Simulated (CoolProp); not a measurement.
Vapour-liquid equilibrium of propylene (1) + propane (2) at 195.4 K; x and y are mole fractions of (1).

Values from CoolProp's multi-fluid Helmholtz-energy mixture model, Lemmon 2013 and Lemmon 2009; pair parameters Bell 2016.

Give the bubble pressure and the first vapour's composition at x = 0.05, 0.55, 0.65. Is there an azeotrope?

x = 0.05: 0.01552 MPa, y = 0.074; x = 0.55: 0.01855 MPa, y = 0.616; x = 0.65: 0.01899 MPa, y = 0.703. No azeotrope shows between x = 0.05 and 0.95.

The pair parameters rest on a limited set of measurements; away from them the model extrapolates.
